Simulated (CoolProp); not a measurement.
The numbers come from the reference Helmholtz-energy equation of state, Thol 2016 in CoolProp.

Question: Give the vapour pressure (MPa), liquid density (kg/m³), vapour density (kg/m³), liquid conductivity (mW/(m K)) of saturated R1234ze(E) at 185.5, 208, 224.8 K.

Answer: 
```tsv
T (K)	p (MPa)	liquid density (kg/m³)	vapour density (kg/m³)	liquid conductivity (mW/(m K))
185.5	0.00127	1470	0.0942	118
208	0.00785	1410	0.521	109
224.8	0.0231	1370	1.43	102
```

Thermal conductivity comes from a separate model (Perkins 2011).
